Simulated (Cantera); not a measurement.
**Moist CO burnout**

A perfectly stirred reactor is fed with CO : O2 : H2O : N2 = 0.0012 : 0.0025 : 0.0021 : 1 (molar parts), at 7500 Torr; it is held at 973 K, and followed from long to short residence time.

Detailed kinetics in Cantera: GRI-Mech 3.0 (53 species, 325 reactions).

| τ (s) | x CO | x O2 | x H2O | x NO | x OH |
|---|---|---|---|---|---|
| 23 | 0.000574 | 0.00218 | 0.00209 | 4.10e-12 | 1.19e-9 |
| 3.3 | 0.00102 | 0.00240 | 0.00209 | <1e-12 | 1.27e-9 |
| 0.50 | 0.00117 | 0.00247 | 0.00209 | <1e-12 | 9.60e-10 |
| 0.073 | 0.00119 | 0.00249 | 0.00209 | <1e-12 | 1.19e-11 |
| 0.011 | 0.00119 | 0.00249 | 0.00209 | <1e-12 | 1.33e-12 |
| 0.0016 | 0.00119 | 0.00249 | 0.00209 | <1e-12 | <1e-12 |
| 0.00024 | 0.00119 | 0.00249 | 0.00209 | <1e-12 | <1e-12 |
x: mole fraction; the columns are a selection and need not sum to one.
